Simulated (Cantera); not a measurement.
Cantera with NASA thermochemical tables; ideal gases at 1 bar, condensed phases pure. Values are per mole of reaction as written; species without (g) are pure solids or liquids, kept so even where they would boil at 1 bar.

Cl₂(g) + Li₂O → 2 LiCl + O(g)

```json
[
 {"T (K)": "1023", "ΔH° (kJ)": "88.2", "ΔS° (J/K)": "93.5", "ΔG° (kJ)": "-7.5", "log10 K": "0.38", "condensed phases": "Li₂O(s), LiCl(l)"},
 {"T (K)": "1123", "ΔH° (kJ)": "(withheld)", "ΔS° (J/K)": "(withheld)", "ΔG° (kJ)": "(withheld)", "log10 K": "(withheld)", "condensed phases": "Li₂O(s), LiCl(l)"},
 {"T (K)": "1223", "ΔH° (kJ)": "(withheld)", "ΔS° (J/K)": "(withheld)", "ΔG° (kJ)": "(withheld)", "log10 K": "(withheld)", "condensed phases": "Li₂O(s), LiCl(l)"},
 {"T (K)": "1323", "ΔH° (kJ)": "93.5", "ΔS° (J/K)": "98.1", "ΔG° (kJ)": "-36.3", "log10 K": "1.43", "condensed phases": "Li₂O(s), LiCl(l)"},
 {"T (K)": "1423", "ΔH° (kJ)": "94.4", "ΔS° (J/K)": "98.8", "ΔG° (kJ)": "-46.2", "log10 K": "1.70", "condensed phases": "Li₂O(s), LiCl(l)"},
 {"T (K)": "1523", "ΔH° (kJ)": "95.0", "ΔS° (J/K)": "99.2", "ΔG° (kJ)": "-56.1", "log10 K": "1.92", "condensed phases": "Li₂O(s), LiCl(l)"},
 {"T (K)": "1623", "ΔH° (kJ)": "(withheld)", "ΔS° (J/K)": "(withheld)", "ΔG° (kJ)": "(withheld)", "log10 K": "(withheld)", "condensed phases": "Li₂O(s), LiCl(l)"},
 {"T (K)": "1723", "ΔH° (kJ)": "95.3", "ΔS° (J/K)": "99.4", "ΔG° (kJ)": "-76.0", "log10 K": "2.30", "condensed phases": "Li₂O(s), LiCl(l)"},
 {"T (K)": "1823", "ΔH° (kJ)": "95.0", "ΔS° (J/K)": "99.2", "ΔG° (kJ)": "-85.9", "log10 K": "2.46", "condensed phases": "Li₂O(s), LiCl(l)"},
 {"T (K)": "1923", "ΔH° (kJ)": "35.7", "ΔS° (J/K)": "67.1", "ΔG° (kJ)": "-93.3", "log10 K": "2.53", "condensed phases": "Li₂O(l), LiCl(l)"}
]
```

Question: What belongs in the gaps?

Answer: 
- 1123, ΔH° (kJ): 90.4
- 1123, ΔS° (J/K): 95.6
- 1123, ΔG° (kJ): -16.9
- 1123, log10 K: 0.79
- 1223, ΔH° (kJ): 92.1
- 1223, ΔS° (J/K): 97.1
- 1223, ΔG° (kJ): -26.6
- 1223, log10 K: 1.14
- 1623, ΔH° (kJ): 95.3
- 1623, ΔS° (J/K): 99.4
- 1623, ΔG° (kJ): -66.0
- 1623, log10 K: 2.13
